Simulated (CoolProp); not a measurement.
Vapour-liquid equilibrium of cyclohexane (1) + m-xylene (2) at 394.5 K; x and y are mole fractions of (1).

Model: multi-fluid Helmholtz-energy mixture model, Zhou 2014 and Zhou 2012; pair parameters Bell 2016, in CoolProp.

Task: Give the bubble pressure and the first vapour's composition at x = 0.725, 0.8, 0.95. Is there an azeotrope?

Result: x = 0.725: 2.392 bar, y = 0.910; x = 0.8: 2.548 bar, y = 0.936; x = 0.95: 2.865 bar, y = 0.984. No azeotrope shows between x = 0.05 and 0.95.

The pair parameters rest on a limited set of measurements; away from them the model extrapolates.
